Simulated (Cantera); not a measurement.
Input (Python, Cantera) and output of one run.

```python
import numpy as np
import cantera as ct

gas_names = [...]  # 47 gases of nasa_gas.yaml made of Cl, H, N, O, Si
cond_names = """
    H2O(s) H2O(L) NH4CL(a) NH4CL(b) Si(cr) Si(L) SiO2(Lqz) SiO2(hqz) SiO2(L) Si2N2O(s) Si3N4(a)
""".split()


# ... load() reads the species with a 1 bar reference pressure and builds the phases ...
atoms = {
    'Si3N4': {'Si': 3, 'N': 4},
    'H2O': {'H': 2, 'O': 1},
    'H2': {'H': 2},
    'Cl2': {'CL': 2},
}
top_T = {'Si2N2O(s)': 2100, 'Si3N4(a)': 2400}  # K; cautious upper limits of use, not melting points


# ... equilibrate(T, P, feed) seeds the gas with the atoms and calls Mixture.equilibrate('TP', solver="vcs", rtol=1e-11, max_steps=5000) ...
results = []
feed = {'Si3N4': 1, 'H2O': 4.2, 'H2': 88, 'Cl2': 0.97}  # mol
T = 1600  # K
for P in [1, 6.8, 46, 320, 2200, 15000, 100000]:
    mix = equilibrate(T, P, feed)
    results.append((T, P, feed, dict(zip(mix.species_names, mix.species_moles))))
    x = sorted(zip(gas.X, gas.species_names), reverse=True)
    print(f"T = {T:g} K  P = {P:g} Pa  gas = {mix.phase_moles(0):.4g} mol")
    print("   x: " + "  ".join(f"{s} {v:.3e}" for v, s in x if v > 0.001))
    print("   condensed (mol): " + ("  ".join(f"{mix.phase(i).name} {mix.phase_moles(i):.4g}"
          for i in range(1, mix.n_phases) if mix.phase_moles(i) > 1e-12) or "none"))
```

Result:

```
T = 1600 K  P = 1 Pa  gas = 98.99 mol
   x: H2 9.014e-01  SiO 3.030e-02  N2 2.020e-02  HCL 1.932e-02  H 1.632e-02  H2O 1.211e-02
   condensed (mol): none
T = 1600 K  P = 6.8 Pa  gas = 98.42 mol
   x: H2 9.123e-01  SiO 2.983e-02  N2 2.032e-02  HCL 1.960e-02  H2O 1.154e-02  H 6.297e-03
   condensed (mol): SiO2(hqz) 0.06396
T = 1600 K  P = 46 Pa  gas = 97.33 mol
   x: H2 9.336e-01  SiO 2.098e-02  N2 2.055e-02  HCL 1.989e-02  H2O 2.482e-03  H 2.449e-03
   condensed (mol): SiO2(hqz) 0.9583
T = 1600 K  P = 320 Pa  gas = 97.05 mol
   x: H2 9.391e-01  N2 2.061e-02  HCL 1.997e-02  SiO 1.894e-02
   condensed (mol): SiO2(hqz) 1.161
T = 1600 K  P = 2200 Pa  gas = 96.69 mol
   x: H2 9.433e-01  HCL 2.001e-02  N2 1.992e-02  SiO 1.635e-02
   condensed (mol): SiO2(hqz) 1.269  Si2N2O(s) 0.07367
T = 1600 K  P = 15000 Pa  gas = 94.75 mol
   x: H2 9.627e-01  HCL 2.046e-02  N2 1.520e-02  SiO 1.384e-03
   condensed (mol): SiO2(hqz) 1.749  Si2N2O(s) 0.5595
T = 1600 K  P = 100000 Pa  gas = 94.58 mol
   x: H2 9.643e-01  HCL 2.051e-02  N2 1.476e-02
   condensed (mol): SiO2(hqz) 1.783  Si2N2O(s) 0.6033
```

Cantera equilibrium calculation (NASA polynomials, part measured and part estimated; ideal gas, pure solids and liquids). Mutual solubility and eutectic melting of coexisting phases are not modelled. The tables hold silica as quartz up to 1696 K and as liquid above; real silica turns to tridymite and cristobalite and melts near 1996 K.
